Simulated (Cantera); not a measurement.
Adiabatic ignition

An adiabatic, constant-pressure homogeneous reactor starts with 31.3 % H2, 8.69 % O2, 60.0 % N2, equivalence ratio 1.8, at 1000 K and 3750 Torr.

Model: the H2/O2 subset of GRI-Mech 3.0, which has no nitrogen chemistry, integrated in Cantera. The hydrogen kinetics of GRI-Mech 3.0 are dated; newer H2 mechanisms differ, most at raised pressure.

```json
[
 {"t (s)": "4.00e-6", "T (K)": "1000", "x H2": "0.313", "x O2": "0.0869", "x H": "7.80e-11", "x HO2": "8.26e-10", "x H2O": "1.18e-10"},
 {"t (s)": "1.37e-5", "T (K)": "1000", "x H2": "0.313", "x O2": "0.0869", "x H": "8.14e-11", "x HO2": "3.13e-9", "x H2O": "5.12e-10"},
 {"t (s)": "4.68e-5", "T (K)": "1000", "x H2": "0.313", "x O2": "0.0869", "x H": "8.93e-11", "x HO2": "1.11e-8", "x H2O": "1.95e-9"},
 {"t (s)": "0.000160", "T (K)": "1000", "x H2": "0.313", "x O2": "0.0869", "x H": "1.19e-10", "x HO2": "3.97e-8", "x H2O": "8.14e-9"},
 {"t (s)": "0.000548", "T (K)": "1000", "x H2": "0.313", "x O2": "0.0869", "x H": "2.70e-10", "x HO2": "1.61e-7", "x H2O": "5.33e-8"},
 {"t (s)": "0.00187", "T (K)": "1000", "x H2": "0.313", "x O2": "0.0869", "x H": "2.13e-9", "x HO2": "1.39e-6", "x H2O": "1.14e-6"},
 {"t (s)": "0.00641", "T (K)": "1002", "x H2": "0.312", "x O2": "0.0867", "x H": "1.23e-7", "x HO2": "3.07e-5", "x H2O": "0.000256"},
 {"t (s)": "0.0219", "T (K)": "2260", "x H2": "0.151", "x O2": "8.59e-7", "x H": "0.00137", "x HO2": "1.34e-9", "x H2O": "0.190"},
 {"t (s)": "0.0750", "T (K)": "2260", "x H2": "0.151", "x O2": "8.59e-7", "x H": "0.00137", "x HO2": "1.34e-9", "x H2O": "0.190"},
 {"t (s)": "0.256", "T (K)": "2260", "x H2": "0.151", "x O2": "8.59e-7", "x H": "0.00137", "x HO2": "1.34e-9", "x H2O": "0.190"},
 {"t (s)": "0.877", "T (K)": "2260", "x H2": "0.151", "x O2": "8.59e-7", "x H": "0.00137", "x HO2": "1.34e-9", "x H2O": "0.190"},
 {"t (s)": "3.00", "T (K)": "2260", "x H2": "0.151", "x O2": "8.59e-7", "x H": "0.00137", "x HO2": "1.34e-9", "x H2O": "0.190"}
]
```
x: mole fraction; the columns are a selection and need not sum to one.

```
Property                                                             Value
---------------------------------  ---------------------------------------
time of steepest temperature rise                                  11.0 ms
temperature at 3.00 s                                               2260 K
equilibrium temperature                                             2260 K
x(H2) at 3.00 s                        0.151 (gas-phase equilibrium 0.151)
x(O2) at 3.00 s                    8.59e-7 (gas-phase equilibrium 8.59e-7)
x(H) at 3.00 s                     0.00137 (gas-phase equilibrium 0.00137)
```
